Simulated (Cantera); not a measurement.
A perfectly stirred reactor is fed with 0.737 % CH4, 2.23 % O2, 97.0 % N2, equivalence ratio 0.66, at 19.0 bar; it is held at 1225 K, and followed from long to short residence time.

Computed with Cantera and GRI-Mech 3.0 (53 species, 325 reactions). The pressure lies above the range GRI-Mech 3.0 was tuned for (to about 10 atm).

Predict: x(CH4) at τ = 0.620 s; x(O2) at τ = 0.620 s; x(HO2) at τ = 0.620 s; x(CH4) at τ = 67.0 ms; x(O2) at τ = 67.0 ms; x(HO2) at τ = 67.0 ms.


```
Quantity                 Result
---------------------  --------
x(CH4) at τ = 0.620 s   7.12e-5
x(O2) at τ = 0.620 s    0.00795
x(HO2) at τ = 0.620 s   2.50e-6
x(CH4) at τ = 67.0 ms  0.000322
x(O2) at τ = 67.0 ms    0.00914
x(HO2) at τ = 67.0 ms   6.87e-6
```
